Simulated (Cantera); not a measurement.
# Silicon epitaxy and polysilicon growth: Si3H8 + Cl2 + N2

Charge: 1 mol Si3H8, 0.0067 mol Cl2, 4.5 mol N2, held at 7.40 mbar.

Method: chemical equilibrium by Gibbs-energy minimisation in Cantera with the NASA 1993 tables (ideal gas, pure condensed phases). Candidate condensed phases: NH4Cl, Si, Si3N4; 28 gas species. The feed counts by its element totals alone. N2 is the only nitrogen source here; it is nearly inert below about 1500 K, so the nitride shown seldom forms there in practice. Mutual solubility and eutectic melting of coexisting phases are not modelled. The tables' values for SiN are old estimates; treat these amounts as uncertain. Gases not in the tables: Si2H6 and higher silanes. The numbers say what is thermodynamically allowed, not how fast it happens.

```csv
T (°C),x H2,x N2,x H,x HCl,x Si,x SiH,x Si2N,x SiCl2,n Si3N4(s),n Si(l)
875,0.614,0.384,6.52e-7,0.00206,<1e-12,<1e-12,<1e-12,2.29e-9,1.00,0
925,0.614,0.384,1.73e-6,0.00206,<1e-12,<1e-12,<1e-12,7.26e-9,1.00,0
975,0.614,0.384,4.25e-6,0.00206,1.26e-12,<1e-12,<1e-12,2.09e-8,1.00,0
1025,0.614,0.384,9.76e-6,0.00206,1.66e-11,9.38e-12,<1e-12,5.55e-8,1.00,0
1075,0.614,0.384,2.11e-5,0.00206,1.79e-10,7.78e-11,<1e-12,1.37e-7,1.00,0
1125,0.614,0.384,4.31e-5,0.00206,1.63e-9,5.54e-10,3.63e-12,3.15e-7,1.000,0
1175,0.614,0.384,8.39e-5,0.00206,1.27e-8,3.43e-9,4.96e-11,6.83e-7,1.000,0
1225,0.614,0.384,0.000156,0.00206,8.62e-8,1.88e-8,5.67e-10,1.40e-6,1.000,0
1275,0.613,0.384,0.000280,0.00205,5.16e-7,9.20e-8,5.52e-9,2.75e-6,1.000,0
1325,0.613,0.384,0.000485,0.00205,2.75e-6,4.07e-7,4.64e-8,5.12e-6,1.000,0
1375,0.613,0.384,0.000811,0.00204,1.33e-5,1.64e-6,3.42e-7,9.15e-6,1.000,0
1425,0.613,0.384,0.00132,0.00202,5.81e-5,6.09e-6,2.23e-6,1.57e-5,1.000,0
1475,0.500,0.496,0.00188,0.00164,0.000197,1.59e-5,1.05e-5,1.78e-5,0.272,2.18
1525,0.467,0.528,0.00280,0.00153,0.000417,2.81e-5,1.87e-5,1.55e-5,0,3.00
```
x: gas mole fraction; n: condensed amount in mol.

From 875 °C to 1425 °C the condensed part is Si3N4(s). At 1475 °C the condensed part is Si(l) + Si3N4(s). At 1525 °C the condensed part is Si(l).
